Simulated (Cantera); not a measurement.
Input (Python, Cantera):

```python
import numpy as np
import cantera as ct

gas = ct.Solution("gri30.yaml")
gas.TPX = 1723, 13332, {'CH4': 1, 'CO2': 4.1}
reactor = ct.IdealGasConstPressureReactor(gas, energy="off", clone=False)
net = ct.ReactorNet([reactor])
net.rtol, net.atol = 1e-08, 1e-18
show = ['CH4', 'CO2', 'C2H4', 'CH2O', 'CH2', 'O']
times = np.geomspace(2e-05, 200, 12)

steps = ct.SolutionArray(gas, extra=["t"])
rows = []
print(f"{'t/s':>10s}{'T/K':>9s}{'P/Pa':>11s}" + "".join(f"{s:>11s}" for s in show))
for t in times:
    while net.time < t:
        t_next = net.step()
        steps.append(gas.state, t=t_next)
    rows.append([np.interp(t, steps.t, y) for y in (steps.T, steps.P, *steps(*show).X.T)])
    print(f"{t:10.3e}{rows[-1][0]:9.1f}{rows[-1][1]:11.4g}" + "".join(f"{x:11.3e}" for x in rows[-1][2:]))
rate = np.gradient(steps.T, steps.t)
print("integrator steps:", len(steps.t))
if steps.T.max() > steps.T[0] + 200:
    print(f"time of steepest temperature rise: {steps.t[rate.argmax()]:.4e} s")
gas.TPX = 1723, 13332, {'CH4': 1, 'CO2': 4.1}
gas.equilibrate("TP")
print(f"equilibrium (TP): T = {gas.T:.1f} K  " + "  ".join(f"{s} {gas[s].X[0]:.3e}" for s in show))
```

It prints:

```
       t/s      T/K       P/Pa        CH4        CO2       C2H4       CH2O        CH2          O
 2.000e-05   1723.0  1.333e+04  1.960e-01  8.039e-01  2.444e-09  6.849e-10  1.936e-10  1.878e-11
 8.658e-05   1723.0  1.333e+04  1.959e-01  8.039e-01  2.785e-07  2.653e-08  3.058e-09  1.963e-11
 3.748e-04   1723.0  1.333e+04  1.954e-01  8.037e-01  2.317e-05  1.442e-06  4.796e-08  2.547e-11
 1.622e-03   1723.0  1.333e+04  1.906e-01  8.015e-01  1.238e-03  4.852e-05  4.703e-07  1.482e-10
 7.022e-03   1723.0  1.333e+04  1.457e-01  7.654e-01  8.023e-03  1.000e-04  8.666e-07  8.457e-10
 3.040e-02   1723.0  1.333e+04  6.902e-02  6.334e-01  1.728e-03  5.692e-05  6.376e-07  1.127e-09
 1.316e-01   1723.0  1.333e+04  1.044e-02  4.320e-01  1.650e-04  3.952e-05  7.599e-07  2.697e-09
 5.696e-01   1723.0  1.333e+04  3.852e-03  3.097e-01  2.360e-05  8.001e-06  2.632e-07  6.255e-09
 2.466e+00   1723.0  1.333e+04  3.603e-04  2.540e-01  3.266e-07  3.480e-07  1.124e-08  1.138e-08
 1.067e+01   1723.0  1.333e+04  1.615e-11  2.522e-01  1.563e-17  2.535e-09  9.067e-16  2.087e-08
 4.620e+01   1723.0  1.333e+04  1.613e-11  2.522e-01  8.199e-19  2.535e-09  9.056e-16  2.087e-08
 2.000e+02   1723.0  1.333e+04  1.613e-11  2.522e-01  8.199e-19  2.535e-09  9.056e-16  2.087e-08
integrator steps: 2056
equilibrium (TP): T = 1723.0 K  CH4 1.727e-11  CO2 2.522e-01  C2H4 8.725e-19  CH2O 2.535e-09  CH2 9.596e-16  O 2.087e-08
```

Cantera simulation using GRI-Mech 3.0 (53 species, 325 reactions); the numbers are that mechanism's predictions, not measurements.
